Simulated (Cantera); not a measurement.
An isothermal, constant-pressure homogeneous reactor starts with 2.42 % H₂, 80.6 % O₂, 16.9 % N₂, equivalence ratio 0.015, at 950 K and 350 Pa.

Cantera simulation using the H2/O2 subset of GRI-Mech 3.0, which has no nitrogen chemistry; the numbers are that mechanism's predictions, not measurements. Radical loss at walls, strong at low pressure, is not modelled.

x: mole fraction; the columns are a selection and need not sum to one.

```
t (s)        x H₂   x O₂       x O      x OH       x H   x H₂O₂
--------  -------  -----  --------  --------  --------  -------
3.00e-5    0.0242  0.806    <1e-12    <1e-12    <1e-12   <1e-12
9.11e-5    0.0242  0.806    <1e-12    <1e-12  1.02e-12   <1e-12
0.000277   0.0242  0.806    <1e-12    <1e-12  2.84e-12   <1e-12
0.000840   0.0242  0.806  3.62e-12  2.90e-12  7.32e-12   <1e-12
0.00255    0.0242  0.806  2.73e-11  1.62e-11  2.17e-11   <1e-12
0.00775    0.0242  0.806  3.57e-10  1.66e-10  1.75e-10   <1e-12
0.0235     0.0242  0.806   1.16e-7   5.18e-8   5.30e-8   <1e-12
0.0714    0.00326  0.793   0.00914   0.00139   0.00642  3.83e-8
0.217         [?]  0.795   0.00901       [?]       [?]  9.67e-9
0.659     7.33e-5  0.801   0.00318  0.000308  0.000474  1.00e-8
2.00      1.22e-5  0.804  0.000550  0.000125   3.30e-5  9.28e-9
```

Problem. Some entries are withheld; supply them.

Solution. 
- 0.217, x H₂: 0.000215
- 0.217, x OH: 0.000541
- 0.217, x H: 0.00237
